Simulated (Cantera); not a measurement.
Charge: 1 mol CH₃F, 1.2 mol HCl, 7.4 mol H₂, at 1102 °C and 1.20 mbar.

Method: chemical equilibrium by Gibbs-energy minimisation in Cantera with the NASA 1993 tables (ideal gas, pure condensed phases). Candidate condensed phases: C, C₆H₆, C₇H₈, C₈H₁₈; 118 gas species. Kinetics and transport are ignored.

Base state: H₂ 0.792, HCl 0.113, HF 0.0943, H 8.80e-5, Cl 1.04e-5 (mole fractions); condensed: C(graphite).

Problem. What changes in the equilibrium state with this change: CH₃F replaced by CCl₄?

Solution. 
```tsv
species	before	after
H₂	0.792	0.509
HCl	0.113	0.490
H	8.80e-5	7.06e-5
HF	0.0943	0
Cl	1.04e-5	5.63e-5
C(graphite), mol	1.000	1.000
```

Problem. What changes in the equilibrium state with this change: CH₃F replaced by CH₂F₂?

Solution. 
| species | before | after |
|---|---|---|
| H₂ | 0.792 | 0.698 |
| HF | 0.0943 | 0.189 |
| HCl | 0.113 | 0.113 |
| H | 8.80e-5 | 8.26e-5 |
| Cl | 1.04e-5 | 1.11e-5 |
| C(graphite), mol | 1.000 | 1.000 |

Problem. What changes in the equilibrium state with this change: temperature from 1102 °C to 402 °C?

Solution. 
```tsv
species	before	after
H₂	0.792	0.780
HCl	0.113	0.114
HF	0.0943	0.0953
CH₄	3.75e-6	0.0106
H	8.80e-5	<1e-9
Cl	1.04e-5	<1e-9
C(graphite), mol	1.000	0.888
```
